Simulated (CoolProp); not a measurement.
Properties of methanol along the isobar 28.7 MPa (Tc = 240.2 °C, pc = 8.216 MPa, ω = 0.565).

Computed with CoolProp (reference Helmholtz-energy equation of state, de Reuck 1993).

```
T (°C)          phase       Z  cp (kJ/(kg K))  cv (kJ/(kg K))  speed of sound (m/s)  isothermal compressibility (1/MPa)  Prandtl number
------  -------------  ------  --------------  --------------  --------------------  ----------------------------------  --------------
140.85         liquid  0.3773           3.414           2.747                     ?                            0.001871            3.37
163.75         liquid       ?               ?           2.866                 905.6                            0.002271            3.09
186.65         liquid  0.3668           3.904           2.978                     ?                            0.002848            2.85
209.55         liquid  0.3667           4.188           3.082                 765.2                            0.003715            2.63
232.45         liquid  0.3712           4.511           3.175                     ?                            0.005078            2.44
255.35  supercritical  0.3816           4.887           3.254                 611.6                            0.007322            2.26
278.15  supercritical  0.4007           5.320           3.312                 536.2                             0.01116            2.11
301.05  supercritical       ?           5.712           3.341                 471.8                             0.01724               ?
323.95  supercritical  0.4780           5.915           3.327                 424.9                             0.02541            1.83
346.85  supercritical  0.5367               ?           3.274                 397.8                             0.03347            1.67
```

Question: What belongs in the gaps?

Answer: 
- 140.85, speed of sound (m/s): 968.6
- 163.75, Z: 0.3705
- 163.75, cp (kJ/(kg K)): 3.648
- 186.65, speed of sound (m/s): 837.8
- 232.45, speed of sound (m/s): 689.0
- 301.05, Z: 0.4322
- 301.05, Prandtl number: 1.97
- 346.85, cp (kJ/(kg K)): 5.765

Viscosity comes from a separate model (Xiang 2006). Thermal conductivity comes from a separate model (Sykioti 2013).
